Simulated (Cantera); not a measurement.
Thermodynamics of chlorosilane synthesis and conversion, feed Si + HCl + H2

Input: 1 mol Si, a varied amount of HCl, 0.52 mol H2, held at 1325 K and 8.30 bar.

Cantera equilibrium calculation (NASA polynomials, part measured and part estimated; ideal gas, pure solids and liquids). Candidate condensed phases: Si; 19 gas species. The tables' values for SiCl3 are old estimates; treat these amounts as uncertain. Rates play no part.

| n(HCl) (mol) | x H2 | x HCl | x SiCl4 | x SiHCl3 | x SiCl3 | x SiCl2 | n Si(s) |
|---|---|---|---|---|---|---|---|
| 0.61 | 0.781 | 0.0468 | 0.0785 | 0.0670 | 0.0106 | 0.00770 | 0.832 |
| 0.99 | 0.734 | 0.0489 | 0.105 | 0.0809 | 0.0131 | 0.00891 | 0.727 |
| 1.4 | 0.703 | 0.0498 | 0.124 | 0.0895 | 0.0149 | 0.00968 | 0.614 |
| 1.8 | 0.682 | 0.0503 | 0.137 | 0.0949 | 0.0160 | 0.0102 | 0.503 |
| 2.1 | 0.671 | 0.0505 | 0.144 | 0.0978 | 0.0166 | 0.0104 | 0.421 |
| 2.5 | 0.659 | 0.0507 | 0.152 | 0.101 | 0.0173 | 0.0107 | 0.310 |
| 2.9 | 0.650 | 0.0509 | 0.158 | 0.103 | 0.0178 | 0.0109 | 0.200 |
| 3.3 | 0.643 | 0.0510 | 0.162 | 0.105 | 0.0182 | 0.0111 | 0.0901 |
| 3.7 | 0.637 | 0.0578 | 0.173 | 0.0977 | 0.0170 | 0.00910 | 0 |
| 4 | 0.625 | 0.0933 | 0.195 | 0.0670 | 0.0118 | 0.00387 | 0 |
| 4.4 | 0.592 | 0.154 | 0.204 | 0.0401 | 0.00726 | 0.00140 | 0 |
| 4.8 | 0.552 | 0.218 | 0.199 | 0.0258 | 0.00484 | 0.000639 | 0 |
| 5.2 | 0.512 | 0.276 | 0.189 | 0.0180 | 0.00349 | 0.000350 | 0 |
x: gas mole fraction; n: condensed amount in mol.

From 0.61 mol HCl to 3.3 mol HCl the condensed part is Si(s). From 3.7 mol HCl to 5.2 mol HCl nothing is condensed. The main Si-bearing gas is SiCl4 throughout.
